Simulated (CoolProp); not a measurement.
A simple Rankine cycle with R236FA: condensing at 297.15 K, boiler at 0.98 MPa, turbine inlet 345 K, turbine efficiency 0.8, pump efficiency 0.7, no recuperator. Each further row changes one setting.

Model: reference Helmholtz-energy equation of state, Pan 2012, in CoolProp.

```json
[
 {"case": "as stated", "thermal efficiency (%)": "8.8", "net work (kJ/kg)": "15.4", "heat in (kJ/kg)": "176", "turbine exit temperature (K)": "313.7", "volume ratio over the turbine": "4.04"},
 {"case": "turbine inlet 365 K", "thermal efficiency (%)": "8.7", "net work (kJ/kg)": "17.1", "heat in (kJ/kg)": "197", "turbine exit temperature (K)": "…", "volume ratio over the turbine": "3.89"},
 {"case": "condensing temperature 289.15 K", "thermal efficiency (%)": "10.1", "net work (kJ/kg)": "18.8", "heat in (kJ/kg)": "…", "turbine exit temperature (K)": "…", "volume ratio over the turbine": "5.32"},
 {"case": "boiler pressure 0.686 MPa", "thermal efficiency (%)": "6.7", "net work (kJ/kg)": "12.1", "heat in (kJ/kg)": "182", "turbine exit temperature (K)": "324.1", "volume ratio over the turbine": "2.68"},
 {"case": "turbine efficiency 0.7", "thermal efficiency (%)": "7.6", "net work (kJ/kg)": "…", "heat in (kJ/kg)": "176", "turbine exit temperature (K)": "315.9", "volume ratio over the turbine": "…"}
]
```

Task: Some entries are withheld; supply them.

Result: 
- turbine inlet 365 K, turbine exit temperature (K): 335.5
- condensing temperature 289.15 K, heat in (kJ/kg): 186
- condensing temperature 289.15 K, turbine exit temperature (K): 308.4
- turbine efficiency 0.7, net work (kJ/kg): 13.4
- turbine efficiency 0.7, volume ratio over the turbine: 4.07
